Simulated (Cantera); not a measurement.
**Catalytic stagnation flow on Pt**

A jet of 1.69 % CH4, 19.9 % O2, 78.5 % N2 at 300 K and 27.0 Torr hits a platinum plate 2.2 cm away at a mass flux of 0.046 kg/m²/s; the plate temperature is set and raised in steps from an oxygen-covered start.

Cantera simulation using Deutschmann's 1995 Pt surface mechanism with GRI-Mech 3.0 gas chemistry; the numbers are that mechanism's predictions, not measurements. Catalytic surfaces can have several steady states; this one follows from the mechanism file's or the stated starting coverage.

```csv
plate T (K),wall x CH4,wall x O2,wall x H2O,wall x OH,wall x CO,wall x CO2,θ free Pt,θ O*
850,0.0156,0.196,0.00247,<1e-8,4.22e-6,0.00161,0.154,0.846
900,0.0143,0.193,0.00481,2.15e-8,5.59e-6,0.00314,0.217,0.783
950,0.0127,0.190,0.00771,7.48e-8,6.90e-6,0.00505,0.284,0.715
1000,0.0111,0.186,0.0107,2.18e-7,8.14e-6,0.00704,0.354,0.645
1050,0.00959,0.183,0.0135,5.57e-7,9.38e-6,0.00887,0.423,0.576
1100,0.00829,0.180,0.0159,1.27e-6,1.07e-5,0.0104,0.491,0.509
1150,0.00722,0.178,0.0178,2.64e-6,1.22e-5,0.0117,0.555,0.444
```
x: mole fraction at the wall; θ: surface coverage.
